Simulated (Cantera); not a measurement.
Input: 1 mol C2H5OH, 33 mol H2, 8.7 mol N2, held at 79.0 bar.

Equilibrium computed with Cantera from the NASA thermochemical tables; the gas is ideal and each condensed phase is pure. Candidate condensed phases: C, C6H6, C7H8, C8H18, H2O; 136 gas species. The ideal-gas law is rough above about 30 bar. Rates play no part. All values below are at 1598 K.

Base state: H2 0.756, N2 0.195, CH4 0.0252, CO 0.0195, H2O 0.00302, NH3 0.00108, HCN 0.000264, CO2 2.60e-5 (mole fractions); condensed: gas only.

What changes in the equilibrium state with this change: C2H5OH replaced by CO?


```csv
species,before,after
H2,0.756,0.760
N2,0.195,0.207
CO,0.0195,0.0158
CH4,0.0252,0.00792
H2O,0.00302,0.00796
C2H4,1.59e-5,1.55e-6
HCN,0.000264,8.44e-5
CO2,2.60e-5,5.50e-5
```
